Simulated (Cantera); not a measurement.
What does this Cantera script print?

```python
import numpy as np
import cantera as ct

gas_names = """
    OH P2 H2 H2O
""".split()
cond_names = """
    P4O10(s)
""".split()


# ... load() reads the species with a 1 bar reference pressure and builds the phases ...
species = {s.name: s for s in load("nasa_gas.yaml", gas_names) + load("nasa_condensed.yaml", cond_names)}
# Each term lists the table entries of one substance; the one whose range holds T is used.
reactions = {
    '10 OH(g) + 2 P2(g) = 5 H2(g) + P4O10':
        [(-10, ['OH']), (-2, ['P2']), (5, ['H2']), (1, ['P4O10(s)'])],
    '10 H2O(g) + 2 P2(g) = P4O10 + 10 H2(g)':
        [(-10, ['H2O']), (-2, ['P2']), (1, ['P4O10(s)']), (10, ['H2'])],
}


def pick(names, T):
    return next(species[n] for n in names if species[n].thermo.min_temp <= T <= species[n].thermo.max_temp)


results = []
for label, terms in reactions.items():
    print(label)
    print("     T/K   dH/kJ  dS/(J/K)   dG/kJ   log10 K")
    for T in [475, 500, 525, 550, 575, 600, 625, 650]:
        used = [(nu, pick(names, T)) for nu, names in terms]
        dH = sum(nu * s.thermo.h(T) for nu, s in used) / 1e6
        dS = sum(nu * s.thermo.s(T) for nu, s in used) / 1e3
        dG = dH - T * dS / 1e3
        logK = -dG * 1e6 / (ct.gas_constant * T * np.log(10))
        results.append((label, T, dH, dS, dG, logK, [s.name for _, s in used]))
        print(f"{T:8g} {dH:8.1f} {dS:8.1f} {dG:8.1f} {logK:8.2f}")
```

Result:

```
10 OH(g) + 2 P2(g) = 5 H2(g) + P4O10
     T/K   dH/kJ  dS/(J/K)   dG/kJ   log10 K
     475  -3684.4  -1376.2  -3030.7   333.28
     500  -3682.5  -1372.2  -2996.4   313.02
     525  -3680.3  -1367.9  -2962.1   294.71
     550  -3677.9  -1363.5  -2928.0   278.07
     575  -3675.3  -1358.9  -2894.0   262.89
     600  -3672.5  -1354.1  -2860.0   248.98
     625  -3669.5  -1349.2  -2826.2   236.20
     650  -3666.3  -1344.2  -2792.6   224.41
10 H2O(g) + 2 P2(g) = P4O10 + 10 H2(g)
     T/K   dH/kJ  dS/(J/K)   dG/kJ   log10 K
     475   -855.0   -726.7   -509.8    56.06
     500   -850.8   -718.0   -491.7    51.37
     525   -846.4   -709.5   -473.9    47.15
     550   -841.9   -701.1   -456.3    43.33
     575   -837.2   -692.8   -438.8    39.86
     600   -832.4   -684.7   -421.6    36.70
     625   -827.5   -676.7   -404.6    33.81
     650   -822.5   -668.7   -387.8    31.16
```

Cantera with NASA thermochemical tables; ideal gases at 1 bar, condensed phases pure. Condensed species are held in their standard states even where they would react or evaporate.
